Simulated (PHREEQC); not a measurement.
A solution holds 0.09 mol H2SO4, 0.025 mol FeCl3 and 8.7e-05 mol (CH3)4NCl per kg of water, at 53 °C. Closed to the air; pH follows from the charge balance.

Equilibrium calculation in PHREEQC: ion-association model, phreeqc.dat.

No solid was allowed to form.

Problem. What pH, ionic strength does the model give?

Solution. pH 1.05; ionic strength 0.174 mol/kgw.

Problem. In which forms is Fe present?

Solution. FeSO4+ 49 %, FeHSO4+2 32 %, FeCl+2 8.7 %, Fe+3 5.8 %, Fe(SO4)2- 3.0 %, FeOH+2 0.8 % of the Fe.

Saturation is exceeded, for instance for Hematite (slow to form), Goethite (slow to form); the values hold only as long as no solid forms. (CH3)4N+ isn't in the database: it is added as a free cation with an ion size of 4 Å. Away from 25 °C the constants follow the database's enthalpies or fits; those with neither stay at their 25 °C values.
